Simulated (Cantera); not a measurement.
Input (Python, Cantera):

```python
import numpy as np
import cantera as ct

gas = ct.Solution("gri30.yaml")
gas.TPX = 1225, 1000000, {'CH4': 1, 'CO': 0.54, 'O2': 3.78, 'N2': 37.8, 'CO2': 12}
reactor = ct.IdealGasConstPressureReactor(gas, energy="on", clone=False)
net = ct.ReactorNet([reactor])
net.rtol, net.atol = 1e-08, 1e-16
show = ['CH4', 'CO', 'O2', 'C2H', 'CH2CO', 'C2H2']
times = np.geomspace(3e-06, 1, 16)

steps = ct.SolutionArray(gas, extra=["t"])
rows = []
print(f"{'t/s':>10s}{'T/K':>9s}{'P/Pa':>11s}" + "".join(f"{s:>11s}" for s in show))
for t in times:
    while net.time < t:
        t_next = net.step()
        steps.append(gas.state, t=t_next)
    rows.append([np.interp(t, steps.t, y) for y in (steps.T, steps.P, *steps(*show).X.T)])
    print(f"{t:10.3e}{rows[-1][0]:9.1f}{rows[-1][1]:11.4g}" + "".join(f"{x:11.3e}" for x in rows[-1][2:]))
rate = np.gradient(steps.T, steps.t)
print("integrator steps:", len(steps.t))
if steps.T.max() > steps.T[0] + 200:
    print(f"time of steepest temperature rise: {steps.t[rate.argmax()]:.4e} s")
gas.TPX = 1225, 1000000, {'CH4': 1, 'CO': 0.54, 'O2': 3.78, 'N2': 37.8, 'CO2': 12}
gas.equilibrate("HP")
print(f"equilibrium (HP): T = {gas.T:.1f} K  " + "  ".join(f"{s} {gas[s].X[0]:.3e}" for s in show))
```

Output:

```
       t/s      T/K       P/Pa        CH4         CO         O2        C2H      CH2CO       C2H2
 3.000e-06   1225.0      1e+06  1.814e-02  9.797e-03  6.858e-02  4.821e-32  1.292e-15  2.002e-21
 7.003e-06   1225.0      1e+06  1.814e-02  9.797e-03  6.858e-02  3.387e-31  7.827e-15  1.244e-20
 1.635e-05   1225.0      1e+06  1.814e-02  9.797e-03  6.858e-02  2.955e-30  4.571e-14  8.575e-20
 3.817e-05   1225.0      1e+06  1.814e-02  9.797e-03  6.858e-02  5.232e-29  2.684e-13  1.004e-18
 8.910e-05   1225.0      1e+06  1.814e-02  9.797e-03  6.858e-02  2.646e-27  1.656e-12  2.760e-17
 2.080e-04   1225.0      1e+06  1.814e-02  9.797e-03  6.858e-02  2.888e-25  1.114e-11  1.388e-15
 4.856e-04   1225.0      1e+06  1.814e-02  9.796e-03  6.857e-02  4.578e-23  7.904e-11  9.460e-14
 1.134e-03   1225.1      1e+06  1.812e-02  9.794e-03  6.856e-02  3.186e-21  4.634e-10  3.889e-12
 2.646e-03   1225.4      1e+06  1.807e-02  9.789e-03  6.853e-02  1.043e-19  2.542e-09  7.859e-11
 6.178e-03   1227.0      1e+06  1.783e-02  9.784e-03  6.833e-02  1.042e-17  4.256e-08  2.600e-09
 1.442e-02   1650.8      1e+06  2.316e-17  4.480e-05  2.753e-02  6.278e-29  4.216e-20  6.154e-25
 3.367e-02   1651.0      1e+06  3.585e-19  1.807e-05  2.752e-02  7.913e-30  1.396e-20  9.609e-26
 7.860e-02   1651.0      1e+06  2.056e-19  1.807e-05  2.752e-02  3.577e-30  8.005e-21  4.339e-26
 1.835e-01   1651.0      1e+06  5.654e-20  1.807e-05  2.752e-02  9.775e-31  2.202e-21  1.186e-26
 4.284e-01   1651.0      1e+06  2.613e-21  1.807e-05  2.752e-02  4.515e-32  1.017e-22  5.477e-28
 1.000e+00   1651.0      1e+06  4.552e-23  1.807e-05  2.752e-02  7.858e-34  1.771e-24  9.533e-30
integrator steps: 1863
time of steepest temperature rise: 1.1643e-02 s
equilibrium (HP): T = 1649.3 K  CH4 2.273e-26  CO 1.782e-05  O2 2.712e-02  C2H 3.350e-38  CH2CO 2.756e-29  C2H2 2.431e-34
```

Computed with Cantera and GRI-Mech 3.0 (53 species, 325 reactions).
